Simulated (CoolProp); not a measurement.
C2F6 (R116) at 268.49 K and 2.62 MPa is throttled through a valve to 0.292 MPa with no heat exchange. Each further row changes one setting.

The numbers come from the reference Helmholtz-energy equation of state, Lemmon 2006 in CoolProp. It is a short technical equation, of lower accuracy than the large ones.

| case | temperature change (K) | final phase | final density (kg/m³) |
|---|---|---|---|
| as stated | -51.2 | two-phase, vapour fraction 0.531 | 45.7 |
| outlet pressure 0.0876 MPa | -76.1 | two-phase, vapour fraction 0.684 | 11.5 |
| outlet pressure 0.38 MPa | -44.7 | two-phase, vapour fraction 0.485 | 64.1 |
